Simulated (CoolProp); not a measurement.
Vapour-liquid equilibrium of n-pentane (1) + cyclohexane (2) at 0.143 MPa; x and y are mole fractions of (1).

Model: multi-fluid Helmholtz-energy mixture model, Thol 2019 and Zhou 2014; pair parameters Bell 2016, in CoolProp.

Task: Give the bubble temperature and the first vapour's composition at x = 0.05, 0.35, 0.65. Is there an azeotrope?

Result: x = 0.05: 360.9 K, y = 0.165; x = 0.35: 341.1 K, y = 0.673; x = 0.65: 329.4 K, y = 0.874. No azeotrope shows between x = 0.05 and 0.95.

Pair parameters are fitted to limited data, so mixtures are less certain than the pure fluids.
